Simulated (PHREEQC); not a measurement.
1 kg of water holding 0.41 mol KHCO3, 0.018 mol K2CO3, 0.058 mol KCl and 0.11 mol K2SO4 is evaporated at 25 °C; the solids stay in contact with the brine. CO2 is held at log p = -3.4 (atm). Solids allowed: Arcanite, Kalicinite, Misenite, Sylvite. Others were left out.

The series has 28 steps of water left (kg), from 1.003 to 0.005035.

The numbers come from PHREEQC with the Pitzer model, pitzer.dat.

Question: Which solids form, in which order, and at which step of the series does each first stand?

Answer: Arcanite from water left = 0.3114 kg (pH 10.21); Kalicinite from water left = 0.04653 kg (pH 10.95); Sylvite from water left = 0.03817 kg (pH 10.95).

Complexes and solids missing from the database can't appear.
